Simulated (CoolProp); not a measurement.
The numbers come from the reference Helmholtz-energy equation of state, Lemmon 2006 in CoolProp. It is a short technical equation, of lower accuracy than the large ones.

Problem. For acetone, give the phase and the cp (kJ/(kg K)), speed of sound (m/s), expansivity (1/kK), fugacity coefficient at 243.55 °C and 7820 kPa; 243.55 °C and 20900 kPa.

Solution. 
- 243.55 °C and 7820 kPa: supercritical; cp 3.55, speed of sound 300, expansivity 7.39, fugacity coefficient 0.449
- 243.55 °C and 20900 kPa: supercritical; cp 2.74, speed of sound 567, expansivity 2.48, fugacity coefficient 0.237
